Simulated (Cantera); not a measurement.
Charge: 1 mol SiC, a varied amount of N2O, 80 mol H2, equilibrated at 950 °C and 7.40 mbar.

Method: chemical equilibrium by Gibbs-energy minimisation in Cantera with the NASA 1993 tables (ideal gas, pure condensed phases). Candidate condensed phases: C, C6H6, C7H8, C8H18, H2O, Si, SiC, SiO2, Si2N2O, Si3N4; 151 gas species. Mutual solubility and eutectic melting of coexisting phases are not modelled. The tables hold silica as quartz up to 1696 K and as liquid above; real silica turns to tridymite and cristobalite and melts near 1996 K. Equilibrium is a limit: real reactors are often held back by kinetics, nucleation or transport.

Which condensed phases are stable at each of these points (n(N2O) (mol)): 0.037, 0.073, 0.14, 0.28, 0.56, 1.1, 2.2, 4.3?


```json
[
 {"n(N2O) (mol)": "0.037", "condensed phases": "SiC(s) + Si2N2O(s)", "Si condensed (%)": "100.0"},
 {"n(N2O) (mol)": "0.073", "condensed phases": "C(graphite) + SiC(s) + Si2N2O(s)", "Si condensed (%)": "100.0"},
 {"n(N2O) (mol)": "0.14", "condensed phases": "C(graphite) + SiC(s) + Si2N2O(s)", "Si condensed (%)": "100.0"},
 {"n(N2O) (mol)": "0.28", "condensed phases": "C(graphite) + SiC(s) + Si2N2O(s)", "Si condensed (%)": "100.0"},
 {"n(N2O) (mol)": "0.56", "condensed phases": "C(graphite) + Si2N2O(s)", "Si condensed (%)": "100.0"},
 {"n(N2O) (mol)": "1.1", "condensed phases": "C(graphite) + Si2N2O(s)", "Si condensed (%)": "100.0"},
 {"n(N2O) (mol)": "2.2", "condensed phases": "SiO2(β-quartz) + Si2N2O(s)", "Si condensed (%)": "100.0"},
 {"n(N2O) (mol)": "4.3", "condensed phases": "SiO2(β-quartz)", "Si condensed (%)": "100.0"}
]
```

At 0.037 mol N2O the condensed part is SiC(s) + Si2N2O(s). From 0.073 mol N2O to 0.28 mol N2O the condensed part is C(graphite) + SiC(s) + Si2N2O(s). From 0.56 mol N2O to 1.1 mol N2O the condensed part is C(graphite) + Si2N2O(s). At 2.2 mol N2O the condensed part is SiO2(β-quartz) + Si2N2O(s). At 4.3 mol N2O the condensed part is SiO2(β-quartz).
